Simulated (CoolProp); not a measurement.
Saturation properties of ethanol (Tc = 514.7 K, pc = 62.68 bar, ω = 0.644).

Model: reference Helmholtz-energy equation of state, Schroeder 2014, in CoolProp.

| T (K) | p (bar) | liquid density (kg/m³) | enthalpy of vaporisation (kJ/kg) | vapour Z | liquid conductivity (mW/(m K)) |
|---|---|---|---|---|---|
| 291.9 | 0.05449 | 790.4 | 927.3 | 0.9957 | 165 |
| 312.9 | 0.1765 | 772.2 | 903.8 | 0.9901 | 161 |
| 334 | 0.4854 | 753.2 | 876.3 | 0.9802 | 157 |
| 355.1 | 1.163 | 732.9 | 843.8 | 0.9644 | 154 |
| 376.1 | 2.478 | 710.8 | 805.1 | 0.9416 | 151 |
| 397.2 | 4.824 | 685.7 | 758.5 | 0.9104 | 147 |
| 418.2 | 8.649 | 656.9 | 703.2 | 0.8701 | 144 |
| 439.3 | 14.54 | 623.0 | 637.4 | 0.8190 | 140 |

It boils at 351.6 K under 1 atm.

Thermal conductivity comes from a separate model (Assael 2013).
